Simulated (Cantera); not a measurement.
Feed: 1 mol B₂H₆, 8.1 mol O₂, 0.23 mol H₂, 19 mol NH₃, at 827 °C and 1.00 bar.

Method: chemical equilibrium by Gibbs-energy minimisation in Cantera with the NASA 1993 tables (ideal gas, pure condensed phases). Candidate condensed phases: B, BN, B₂O₃, B₃O₃H₃, H₂O; 39 gas species. The feed counts by its element totals alone. Gases not in the tables: H₃BO₃. The numbers say what is thermodynamically allowed, not how fast it happens.

Base state: H₂ 0.450, H₂O 0.316, N₂ 0.231, (HBO₂)₃ 0.00310, HBO₂ 9.80e-5, NH₃ 4.61e-5 (mole fractions); condensed: B₂O₃(l).

Q: What changes in the equilibrium state with this change: O₂ from 8.1 to 0.42 mol?

A: 
```json
[
 {"species": "H₂", "before": "0.450", "after": "0.780"},
 {"species": "N₂", "before": "0.231", "after": "0.216"},
 {"species": "H₂O", "before": "0.316", "after": "0.00436"},
 {"species": "HBO₂", "before": "9.80e-5", "after": "1.15e-5"},
 {"species": "(HBO₂)₃", "before": "0.00310", "after": "5.02e-6"},
 {"species": "NH₃", "before": "4.61e-5", "after": "0.000102"},
 {"species": "B₂O₃(l), mol", "before": "0.806", "after": "0.221"},
 {"species": "BN(s), mol", "before": "0", "after": "1.56"}
]
```
Mutual solubility and eutectic melting of coexisting phases are not modelled.
